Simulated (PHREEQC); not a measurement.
Consider water at 25 °C with 0.0049 mol/kgw HF and 0.00013 mol/kgw NH4F. Closed to the air; pH follows from the charge balance.

The numbers come from PHREEQC with the ion-association model, phreeqc.dat.

| quantity | before | after |
|---|---|---|
| pH | 2.84 | 6.58 |
| ionic strength (mol/kgw) | 0.00164 | 0.000130 |
| HF (mol/kgw) | 0.00337 | 5.05e-8 |
| F- (mol/kgw) | 0.00162 | 0.000130 |
| HF2- (mol/kgw) | 2.10e-5 | 2.52e-11 |

Name the change that produced these shifts.
(A) HF from 0.0049 to 0.00441 mol/kgw
(B) NH4F replaced by NH4HS at the same molality
(C) HF left out
(D) NH4F from 0.00013 to 0.00065 mol/kgw
(E) NH4F left out

C, HF left out

This is a speciation only: nothing precipitates in the calculation.
